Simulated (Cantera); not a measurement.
A closed system holds: 1 mol B, 0.1 mol O₂, 7.1 mol N₂, 180 mol H₂, held at 1925 K and 100000 Pa.

These are equilibrium values from Cantera (NASA tables, ideal gas, pure condensed phases), not measurements of a reactor. Candidate condensed phases: B, BN, B₂O₃, B₃O₃H₃, H₂O; 39 gas species. Rates play no part.

Base state: H₂ 0.962, N₂ 0.0358, HBO 0.000971, H 0.000938, H₂O 5.26e-5, BO 1.48e-5, HBO₂ 1.25e-5 (mole fractions); condensed: BN(s).

**Question.** What changes in the equilibrium state with this change: pressure from 100000 Pa to 1000 Pa?

**Answer.** 
| species | before | after |
|---|---|---|
| H₂ | 0.962 | 0.954 |
| N₂ | 0.0358 | 0.0357 |
| H | 0.000938 | 0.00934 |
| BO | 1.48e-5 | 0.000140 |
| HBO | 0.000971 | 0.000918 |
| HBO₂ | 1.25e-5 | 1.12e-7 |
| H₂O | 5.26e-5 | 4.94e-7 |
| BH₂ | 9.22e-6 | 9.15e-5 |
| BN(s), mol | 0.810 | 0.782 |
The tables' values for BH₂ are old estimates; treat these amounts as uncertain.
